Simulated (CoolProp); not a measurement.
Vapour-liquid equilibrium of fluoroethane (R161) (1) + R227EA (2) at -6.65 °C; x and y are mole fractions of (1).

The numbers come from the multi-fluid Helmholtz-energy mixture model, Wu 2012 and Lemmon 2016; pair parameters Bell 2016 in CoolProp.

```tsv
x	bubble pressure, mixture model (MPa)	bubble pressure, Raoult's law (MPa)	y, mixture model	y, Raoult's law
0.05	0.1524	0.1611	0.059	0.108
0.125	0.1565	0.1759	0.165	0.248
0.2	0.1637	0.1907	(withheld)	0.366
0.275	(withheld)	0.2056	(withheld)	0.466
0.35	(withheld)	0.2204	0.516	0.554
0.425	(withheld)	0.2352	0.617	0.630
0.5	(withheld)	0.2500	0.702	0.697
0.575	0.2387	0.2648	0.773	0.757
0.65	0.2579	0.2796	0.832	0.811
0.725	0.2775	0.2944	0.880	0.859
0.8	0.2970	0.3092	0.920	0.902
0.875	0.3165	0.3240	0.954	0.942
0.95	0.3358	0.3388	(withheld)	0.978
```

Problem. Fill in the missing entries.

Solution. 
- 0.2, y, mixture model: 0.283
- 0.275, bubble pressure, mixture model (MPa): 0.1740
- 0.275, y, mixture model: 0.403
- 0.35, bubble pressure, mixture model (MPa): 0.1872
- 0.425, bubble pressure, mixture model (MPa): 0.2028
- 0.5, bubble pressure, mixture model (MPa): 0.2201
- 0.95, y, mixture model: 0.983

The largest gap from Raoult's law is -15.4 % in bubble pressure, at x = 0.275. No azeotrope shows between x = 0.05 and 0.95.

Pair parameters are fitted to limited data, so mixtures are less certain than the pure fluids.
